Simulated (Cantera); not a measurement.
A perfectly stirred reactor is fed with 4.95 % CH4, 0.461 % H2, 24.7 % O2, 64.4 % N2, 5.45 % CO2, equivalence ratio 0.41, at 101000 Pa; it is adiabatic with a 775 K inlet, and is followed from long to short residence time, starting on the burning branch (τ in s: 0.18, 0.07, 0.028, 0.011, 0.0043, 0.0017, 0.00067, 0.00027, 0.0001, 4.1e-05, 1.6e-05, 6.4e-06).

Detailed kinetics in Cantera: GRI-Mech 3.0 (53 species, 325 reactions).

Q: Predict: blow-out, bracketed by the residence times tried; x(CH4) at τ = 0.180 s; x(H2) at τ = 0.180 s; x(O2) at τ = 0.180 s; x(O) at τ = 0.180 s; x(CH2) at τ = 0.180 s; x(CH4) at τ = 0.670 ms; x(H2) at τ = 0.670 ms; x(O2) at τ = 0.670 ms; x(O) at τ = 0.670 ms; x(CH2) at τ = 0.670 ms.

A: 
```json
{
 "blow_out_bracketed_by_the_residence_times_tried": "burning at 0.100 ms, out at 41.0 µs",
 "x(CH4) at τ = 0.180 s": "4.76e-6",
 "x(H2) at τ = 0.180 s": "4.56e-5",
 "x(O2) at τ = 0.180 s": "0.146",
 "x(O) at τ = 0.180 s": "0.000136",
 "x(CH2) at τ = 0.180 s": "9.79e-9",
 "x(CH4) at τ = 0.670 ms": "0.000216",
 "x(H2) at τ = 0.670 ms": "0.00111",
 "x(O2) at τ = 0.670 ms": "0.148",
 "x(O) at τ = 0.670 ms": "0.00279",
 "x(CH2) at τ = 0.670 ms": "8.70e-7"
}
```
